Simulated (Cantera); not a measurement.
Thermodynamics of carbon deposition, reforming and gasification, feed C + H₂

Charge: 1 mol C, 0.35 mol H₂, equilibrated at 1550 K and 1.33 mbar.

These are equilibrium values from Cantera (NASA tables, ideal gas, pure condensed phases), not measurements of a reactor. Candidate condensed phases: C, C₆H₆, C₇H₈, C₈H₁₈; 76 gas species. The numbers say what is thermodynamically allowed, not how fast it happens.

x(H₂): 0.999
x(H): 0.000862
x(C₂H₂ (acetylene)): 1.60e-5
x(CH₄): 2.71e-6
n(C(graphite)): 1.000 mol
gas amount: 0.3502 mol
